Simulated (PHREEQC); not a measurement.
A solution holds 0.022 mol/kgw NaBF4, at 20 °C. Closed to the air; pH follows from the charge balance.

Computed with PHREEQC (ion-association model, wateq4f.dat).

This is a speciation only: nothing precipitates in the calculation.

### Question
What pH does the model give?

### Answer
pH 2.87.

### Question
In which forms is B present?

### Answer
BF4- 86 %, BF3OH- 6.8 %, H3BO3 5.4 %, BF2(OH)2- 1.8 % of the B.

Species that the database lacks are ignored. Real BF4- forms and hydrolyses slowly; the run takes it at equilibrium.
